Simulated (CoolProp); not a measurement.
Properties of R152A along the isotherm 22.55 °C (Tc = 113.3 °C, pc = 4.517 MPa, ω = 0.275).

Computed with CoolProp (reference Helmholtz-energy equation of state, Outcalt 1996). It is a modified Benedict-Webb-Rubin equation, recast in Helmholtz form.

| p (MPa) | phase | Z | cp (kJ/(kg K)) | cv (kJ/(kg K)) | speed of sound (m/s) | conductivity (mW/(m K)) | fugacity coefficient |
|---|---|---|---|---|---|---|---|
| 0.141 | gas | 0.9690 | 1.059 | 0.9107 | 201.5 | 14.0 | 0.9698 |
| 0.282 | gas | 0.9363 | 1.109 | 0.9329 | 196.6 | ___ | 0.9398 |
| 0.423 | gas | 0.9016 | 1.168 | 0.9568 | 191.3 | 14.3 | 0.9099 |
| 0.706 | liquid | 0.02093 | 1.787 | 1.134 | 661.9 | 102 | 0.6957 |
| 0.847 | liquid | 0.02510 | 1.785 | 1.134 | 663.4 | 102 | 0.5823 |
| 0.988 | liquid | 0.02926 | 1.784 | 1.134 | 664.9 | 102 | 0.5013 |
| 1.13 | liquid | 0.03345 | 1.782 | 1.134 | 666.4 | 103 | 0.4401 |
| 1.27 | liquid | 0.03757 | 1.781 | 1.134 | 667.9 | 103 | 0.3933 |
| 1.41 | liquid | 0.04169 | 1.779 | 1.134 | 669.3 | 103 | 0.3557 |
| 1.55 | liquid | 0.04580 | 1.778 | 1.134 | 670.8 | 103 | 0.3249 |
| 1.69 | liquid | 0.04991 | 1.776 | 1.134 | ___ | 103 | 0.2992 |
| 1.83 | liquid | 0.05402 | 1.775 | 1.134 | ___ | 103 | 0.2775 |
| 1.98 | liquid | 0.05841 | 1.773 | 1.134 | ___ | 103 | 0.2576 |
| 2.12 | liquid | 0.06251 | 1.772 | 1.134 | 676.7 | 103 | ___ |
| 2.26 | liquid | 0.06660 | 1.770 | 1.134 | 678.1 | 103 | ___ |

### Question
Some entries are withheld; supply them.

### Answer

- 0.282, conductivity (mW/(m K)): 14.1
- 1.69, speed of sound (m/s): 672.2
- 1.83, speed of sound (m/s): 673.7
- 1.98, speed of sound (m/s): 675.2
- 2.12, fugacity coefficient: 0.2416
- 2.26, fugacity coefficient: 0.2275

Thermal conductivity comes from a separate model (Krauss 1996).
